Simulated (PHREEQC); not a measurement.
Make-up at 25 °C: 0.072 mol/kgw HCl, 0.064 mol/kgw Al2(SO4)3 and 0.0002 mol/kgw Fe2(SO4)3. Closed to the air; pH follows from the charge balance.

Model: ion-association model, wateq4f.dat, run in PHREEQC.

**Question.** The ionic strength comes out as 0.284 mol/kgw. What activity coefficients do FeOH+2, AlOH+2, FeCl+2, HSO4-, Fe+3 get?

**Answer.** FeOH+2 0.26, AlOH+2 0.28, FeCl+2 0.26, HSO4- 0.70, Fe+3 0.11.

This is a speciation only: nothing precipitates in the calculation. Examples of supersaturated solids here: Hematite (slow to form). Others may be too.
